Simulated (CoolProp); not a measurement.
Vapour-liquid equilibrium of methanol (1) + dimethyl carbonate (2) at 286.9 K; x and y are mole fractions of (1).

Model: multi-fluid Helmholtz-energy mixture model, de Reuck 1993 and Zhou 2011; pair parameters Bell 2016, in CoolProp.

### Question
Give the bubble pressure and the first vapour's composition at x = 0.15, 0.85, 0.95. Is there an azeotrope?

### Answer
x = 0.15: 0.007706 MPa, y = 0.539; x = 0.85: 0.01014 MPa, y = 0.807; x = 0.95: 0.009717 MPa, y = 0.907. y crosses x between x = 0.75 and 0.85: the model has an azeotrope there.

The pair parameters rest on a limited set of measurements; away from them the model extrapolates. With so large a gap from Raoult's law the liquid may split in two, which this calculation doesn't test in full.
